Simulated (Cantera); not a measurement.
A closed system holds: 1 mol TiO2, 2.4 mol SiCl4, 2.2 mol O2, at 1698.15 K.

These are equilibrium values from Cantera (NASA tables, ideal gas, pure condensed phases), not measurements of a reactor. Candidate condensed phases: Si, SiO2, Ti, TiCl2, TiCl3, TiCl4, TiO, TiO2, Ti2O3, Ti3O5, Ti4O7; 24 gas species. Mutual solubility and eutectic melting of coexisting phases are not modelled. The tables hold silica as quartz up to 1696 K and as liquid above; real silica turns to tridymite and cristobalite and melts near 1996 K. Condensed phases not in the tables: alloys, solid solutions and most ternary compounds. Equilibrium is a limit: real reactors are often held back by kinetics, nucleation or transport.

Task: What share of the Ti ends up in condensed phases as a function of P (Pa), at 1, 5.20, 27, 140, 720, 3700, 19000, 100000?

Result: 
```
P (Pa)  Ti condensed (%)            as
------  ----------------  ------------
1                   99.6  TiO2(rutile)
5.20                84.7  TiO2(rutile)
27                  79.4  TiO2(rutile)
140                 79.5  TiO2(rutile)
720                 78.1  TiO2(rutile)
3700                73.4  TiO2(rutile)
19000               69.1  TiO2(rutile)
100000              66.8  TiO2(rutile)
```
